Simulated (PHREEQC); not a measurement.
Dissolve 1.7 mmol/kgw MgBr2 at 25 °C. Closed to the air; pH follows from the charge balance.

All values are PHREEQC results (ion-association model, phreeqc.dat), not measurements.

No solid was allowed to form.

Task: What specific conductance does the model give?

Result: specific conductance 405 µS/cm.
